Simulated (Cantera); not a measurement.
A freely propagating, adiabatic, planar premixed flame of 12.0 % CH₄, 18.5 % O₂, 69.5 % N₂, unburnt at 675 K and 86000 Pa; mixture-averaged transport, grid criteria slope 0.08 and curve 0.16, no radiation.

Model: GRI-Mech 3.0 (53 species, 325 reactions), integrated in Cantera. Burning velocities carry a grid error of a few per cent, more on coarse grids.

Task: Predict: laminar burning velocity; thermal thickness; peak x(C₂H₂); peak x(C₂H₆).

Result: 
| Property | Value |
|---|---|
| laminar burning velocity | 138 cm/s |
| thermal thickness | 0.393 mm |
| peak x(C₂H₂) | 0.000982 |
| peak x(C₂H₆) | 0.00181 |
